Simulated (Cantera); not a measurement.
What does this Cantera script print?

```python
import numpy as np
import cantera as ct

gas_names = [...]  # 109 gases of nasa_gas.yaml made of C, Cl, H, Si
cond_names = """
    C(gr) C6H6(L) C7H8(L) C8H18(L),n-octa Si(cr) Si(L) SiC(b)
""".split()


# ... load() reads the species with a 1 bar reference pressure and builds the phases ...
atoms = {
    'SiH2Cl2': {'Si': 1, 'H': 2, 'CL': 2},
    'C3H8': {'C': 3, 'H': 8},
    'H2': {'H': 2},
}
top_T = {'C(gr)': 4500, 'SiC(b)': 3050}  # K; cautious upper limits of use, not melting points


# ... equilibrate(T, P, feed) seeds the gas with the atoms and calls Mixture.equilibrate('TP', solver="vcs", rtol=1e-11, max_steps=5000) ...
results = []
feed = {'SiH2Cl2': 1, 'C3H8': 0.64, 'H2': 3.3}  # mol
T = 2498.15  # K
P = 133.322  # Pa
mix = equilibrate(T, P, feed)
results.append((T, P, feed, dict(zip(mix.species_names, mix.species_moles))))
x = sorted(zip(gas.X, gas.species_names), reverse=True)
print(f"T = {T:g} K  P = {P:g} Pa  gas = {mix.phase_moles(0):.4g} mol")
print("   x: " + "  ".join(f"{s} {v:.3e}" for v, s in x if v > 1e-05))
print("   condensed (mol): " + ("  ".join(f"{mix.phase(i).name} {mix.phase_moles(i):.4g}"
      for i in range(1, mix.n_phases) if mix.phase_moles(i) > 1e-12) or "none"))
```

Result:

```
T = 2498.15 K  P = 133.322 Pa  gas = 11.6 mol
   x: H 3.991e-01  H2 3.415e-01  HCL 9.277e-02  CL 7.664e-02  Si 6.517e-02  SiC2 1.681e-02  C2H2,acetylene 3.665e-03  SiCL 1.634e-03  Si2C 7.218e-04  SiCL2 6.902e-04  SiH 3.685e-04  C3 3.622e-04  C2H 3.064e-04  C 1.217e-04  C2 3.336e-05  Si2 3.219e-05  SiC 2.956e-05  C4H2 1.625e-05  C2HCL 1.138e-05
   condensed (mol): C(gr) 1.413
```

These are equilibrium values from Cantera (NASA tables, ideal gas, pure condensed phases), not measurements of a reactor. The tables' values for SiCl are old estimates; treat these amounts as uncertain.
